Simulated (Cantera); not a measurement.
An isothermal, constant-pressure homogeneous reactor starts with CH4 : CO2 : H2 = 1 : 4.6 : 1.1 (molar parts), at 1475 K and 0.424 atm. Integrator tolerance rtol = 1e-08.

Cantera simulation using GRI-Mech 3.0 (53 species, 325 reactions); the numbers are that mechanism's predictions, not measurements.

Problem. What does this change do: pressure from 0.424 atm to 0.132 atm?

Solution. 
```json
[
 {"quantity": "x(CH4) at 3.00 s", "before": "0.0441 (gas-phase equilibrium 9.28e-9)", "after": "0.0780 (gas-phase equilibrium 8.92e-10)"},
 {"quantity": "x(CO2) at 3.00 s", "before": "0.389 (gas-phase equilibrium 0.216)", "after": "0.461 (gas-phase equilibrium 0.216)"},
 {"quantity": "x(H2) at 3.00 s", "before": "0.0679 (gas-phase equilibrium 0.158)", "after": "0.0693 (gas-phase equilibrium 0.158)"},
 {"quantity": "x(H2O) at 3.00 s", "before": "0.220 (gas-phase equilibrium 0.198)", "after": "0.178 (gas-phase equilibrium 0.198)"},
 {"quantity": "x(H) at 3.00 s", "before": "3.74e-6 (gas-phase equilibrium 7.92e-6)", "after": "4.76e-6 (gas-phase equilibrium 1.42e-5)"},
 {"quantity": "x(C2H) at 3.00 s", "before": "3.57e-9 (gas-phase equilibrium <1e-12)", "after": "3.36e-9 (gas-phase equilibrium <1e-12)"}
]
```

Problem. What does this change do: temperature 1475 to 1225 K?

Solution. 
```tsv
quantity	before	after
x(CH4) at 3.00 s	0.0441 (gas-phase equilibrium 9.28e-9)	0.149 (gas-phase equilibrium 7.23e-7)
x(CO2) at 3.00 s	0.389 (gas-phase equilibrium 0.216)	0.684 (gas-phase equilibrium 0.245)
x(H2) at 3.00 s	0.0679 (gas-phase equilibrium 0.158)	0.161 (gas-phase equilibrium 0.187)
x(H2O) at 3.00 s	0.220 (gas-phase equilibrium 0.198)	0.00298 (gas-phase equilibrium 0.169)
x(H) at 3.00 s	3.74e-6 (gas-phase equilibrium 7.92e-6)	9.41e-8 (gas-phase equilibrium 2.07e-7)
x(C2H) at 3.00 s	3.57e-9 (gas-phase equilibrium <1e-12)	<1e-12 (gas-phase equilibrium <1e-12)
```
